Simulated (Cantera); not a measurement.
**Transport properties of process gases**

Gas mixture: C3H8 = 0.63 (molar parts), at 100000 Pa, frozen composition.

Cantera's kinetic-theory transport with the Lennard-Jones parameters of GRI-Mech 3.0, ideal gas; thermal conductivity in the multicomponent form. The composition is frozen, though it would react at the higher temperatures.

```tsv
T (K)	ρ (kg/m³)	cp (J/kg/K)	μ (µPa s)	λ (mW/m/K)	Pr	D (cm²/s) CO2	D (cm²/s) N2	D (cm²/s) CH3
400	1.33	2134	10.9	30.6	0.758	0.143	0.196	0.219
500	1.06	2549	13.3	44.6	0.759	0.217	0.292	0.328
600	0.884	2917	15.5	59.5	0.759	0.302	0.402	0.454
700	0.758	3237	17.5	74.8	0.759	0.399	0.524	0.594
800	0.663	3512	19.4	90.1	0.758	0.506	0.659	0.749
900	0.589	3749	21.2	105	0.757	0.622	0.805	0.918
1000	0.530	3960	23.0	120	0.756	0.747	0.963	1.10
1100	0.482	4120	24.6	134	0.755	0.880	1.13	1.29
1200	0.442	4267	26.2	148	0.754	1.02	1.31	1.50
```
D: mixture-averaged diffusion coefficient of that species in the mixture.
